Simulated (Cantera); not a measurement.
Feed: 1 mol HMDSO, 0.21 mol N₂O, 23 mol H₂, equilibrated at 1325 K and 0.0170 bar.

Equilibrium computed with Cantera from the NASA thermochemical tables; the gas is ideal and each condensed phase is pure. Candidate condensed phases: C, C₆H₆, C₇H₈, C₈H₁₈, H₂O, Si, SiC, SiO₂, Si₂N₂O, Si₃N₄; 151 gas species. The feed counts by its element totals alone. Mutual solubility and eutectic melting of coexisting phases are not modelled. Equilibrium is a limit: real reactors are often held back by kinetics, nucleation or transport.

Base state: H₂ 0.969, CO 0.0305, N₂ 0.000260, CH₄ 0.000107, SiO 2.60e-5, H 1.23e-5 (mole fractions); condensed: C(graphite) + SiC(s) + Si₂N₂O(s).

What changes in the equilibrium state with this change: N₂O from 0.21 to 2.4 mol?


```json
[
 {"species": "H₂", "before": "0.969", "after": "0.894"},
 {"species": "CO", "before": "0.0305", "after": "0.0670"},
 {"species": "N₂", "before": "0.000260", "after": "0.0391"},
 {"species": "SiO", "before": "2.60e-5", "after": "3.14e-6"},
 {"species": "HCN", "before": "4.14e-6", "after": "4.88e-5"},
 {"species": "CH₄", "before": "0.000107", "after": "9.12e-5"},
 {"species": "H", "before": "1.23e-5", "after": "1.19e-5"},
 {"species": "C(graphite), mol", "before": "3.39", "after": "3.60"},
 {"species": "SiC(s), mol", "before": "1.60", "after": "0"},
 {"species": "Si₂N₂O(s), mol", "before": "0.201", "after": "1.000"}
]
```
